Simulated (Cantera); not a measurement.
A Cantera script and what it prints.

```python
import numpy as np
import cantera as ct

gas_names = [...]  # 109 gases of nasa_gas.yaml made of C, Cl, H, Si
cond_names = """
    C(gr) C6H6(L) C7H8(L) C8H18(L),n-octa Si(cr) Si(L) SiC(b)
""".split()


# ... load() reads the species with a 1 bar reference pressure and builds the phases ...
atoms = {
    '(CH3)2SiCl2': {'C': 2, 'H': 6, 'Si': 1, 'CL': 2},
    'CH4': {'C': 1, 'H': 4},
    'H2': {'H': 2},
}
top_T = {'C(gr)': 4500, 'SiC(b)': 3050}  # K; cautious upper limits of use, not melting points


# ... equilibrate(T, P, feed) seeds the gas with the atoms and calls Mixture.equilibrate('TP', solver="vcs", rtol=1e-11, max_steps=5000) ...
results = []
feed = {'(CH3)2SiCl2': 1, 'CH4': 0.41, 'H2': 1}  # mol
T = 1950  # K
P = 1333.22  # Pa
mix = equilibrate(T, P, feed)
results.append((T, P, feed, dict(zip(mix.species_names, mix.species_moles))))
x = sorted(zip(gas.X, gas.species_names), reverse=True)
print(f"T = {T:g} K  P = {P:g} Pa  gas = {mix.phase_moles(0):.4g} mol")
print("   x: " + "  ".join(f"{s} {v:.3e}" for v, s in x if v > 1e-05))
print("   condensed (mol): " + ("  ".join(f"{mix.phase(i).name} {mix.phase_moles(i):.4g}"
      for i in range(1, mix.n_phases) if mix.phase_moles(i) > 1e-12) or "none"))
```

It prints:

```
T = 1950 K  P = 1333.22 Pa  gas = 5.852 mol
   x: H2 6.663e-01  HCL 3.059e-01  SiCL2 1.619e-02  H 8.104e-03  CL 2.789e-03  C2H2,acetylene 3.641e-04  SiCL3 1.929e-04  SiCL 1.334e-04  Si 8.101e-05
   condensed (mol): C(gr) 1.503  SiC(b) 0.9028
```

Cantera equilibrium calculation (NASA polynomials, part measured and part estimated; ideal gas, pure solids and liquids). The feed counts by its element totals alone. The tables' values for SiCl3, SiCl are old estimates; treat these amounts as uncertain.
